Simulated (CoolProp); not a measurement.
Vapour-liquid equilibrium of R1234ze(E) (1) + n-pentane (2) at -56.35 °C; x and y are mole fractions of (1).

Model: multi-fluid Helmholtz-energy mixture model, Thol 2016 and Thol 2019; pair parameters Bell 2016, in CoolProp.

Q: Give the bubble pressure and the first vapour's composition at x = 0.2, 0.35, 0.95. Is there an azeotrope?

A: x = 0.2: 0.09311 bar, y = 0.924; x = 0.35: 0.1177 bar, y = 0.945; x = 0.95: 0.1380 bar, y = 0.981. No azeotrope shows between x = 0.05 and 0.95.

The pair parameters rest on a limited set of measurements; away from them the model extrapolates. With so large a gap from Raoult's law the liquid may split in two, which this calculation doesn't test in full.
